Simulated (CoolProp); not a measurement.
A simple Rankine cycle with n-butane: condensing at 319.15 K, boiler at 1.14 MPa, turbine inlet 508.9 K, turbine efficiency 0.9, pump efficiency 0.7, no recuperator. Each further row changes one setting.

Computed with CoolProp (reference Helmholtz-energy equation of state, Bücker 2006).

```json
[
 {"case": "as stated", "thermal efficiency (%)": "7.3", "net work (kJ/kg)": "55.6", "heat in (kJ/kg)": "757", "turbine exit temperature (K)": "483.0", "volume ratio over the turbine": "2.50"},
 {"case": "turbine inlet 528.9 K", "thermal efficiency (%)": "7.2", "net work (kJ/kg)": "58.3", "heat in (kJ/kg)": "811", "turbine exit temperature (K)": "503.0", "volume ratio over the turbine": "2.50"},
 {"case": "condensing temperature 311.15 K", "thermal efficiency (%)": "8.8", "net work (kJ/kg)": "68.6", "heat in (kJ/kg)": "777", "turbine exit temperature (K)": "477.2", "volume ratio over the turbine": "3.09"},
 {"case": "boiler pressure 0.798 MPa", "thermal efficiency (%)": "4.6", "net work (kJ/kg)": "35.4", "heat in (kJ/kg)": "763", "turbine exit temperature (K)": "493.1", "volume ratio over the turbine": "1.76"},
 {"case": "turbine efficiency 0.8", "thermal efficiency (%)": "6.5", "net work (kJ/kg)": "49.2", "heat in (kJ/kg)": "757", "turbine exit temperature (K)": "485.5", "volume ratio over the turbine": "2.52"}
]
```
